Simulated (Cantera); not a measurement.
Feed: 1 mol Fe, 0.95 mol CO, 210 mol N2, at 0.133 bar.

These are equilibrium values from Cantera (NASA tables, ideal gas, pure condensed phases), not measurements of a reactor. Candidate condensed phases: C, Fe, Fe(CO)5, FeO, Fe2O3, Fe3O4; 27 gas species. The numbers say what is thermodynamically allowed, not how fast it happens.

log p: log10 of the partial pressure in bar; n: condensed amount in mol.

| T (°C) | log p N2 | log p CO | log p Fe | log p CO2 | log p CN | n Fe(γ) | n Fe(δ) | n Fe(l) |
|---|---|---|---|---|---|---|---|---|
| 1175 | -0.88 | -3.22 | -7.32 | -9.41 | -11.03 | 1.000 | 0 | 0 |
| 1225 | -0.88 | -3.22 | -6.84 | -9.42 | -10.69 | 1.000 | 0 | 0 |
| 1275 | -0.88 | -3.22 | ? | -9.42 | ? | 0.999 | 0 | 0 |
| 1325 | -0.88 | -3.22 | -5.98 | -9.41 | -10.11 | 0.998 | 0 | 0 |
| 1375 | -0.88 | -3.22 | -5.58 | -9.38 | -9.86 | 0.996 | 0 | 0 |
| 1425 | -0.88 | -3.22 | ? | -9.35 | ? | 0 | 0.990 | 0 |
| 1475 | -0.88 | -3.22 | -4.87 | -9.29 | -9.46 | 0 | 0.979 | 0 |
| 1525 | -0.88 | -3.22 | -4.54 | -9.22 | -9.31 | 0 | 0.955 | 0 |
| 1575 | -0.88 | -3.22 | -4.24 | -9.13 | -9.18 | 0 | 0 | 0.910 |
| 1625 | -0.88 | -3.22 | -3.96 | -9.05 | -9.06 | 0 | 0 | 0.828 |

### Question
Complete the blanks.

### Answer

- 1275, log p Fe: -6.39
- 1275, log p CN: -10.39
- 1425, log p Fe: -5.22
- 1425, log p CN: -9.65
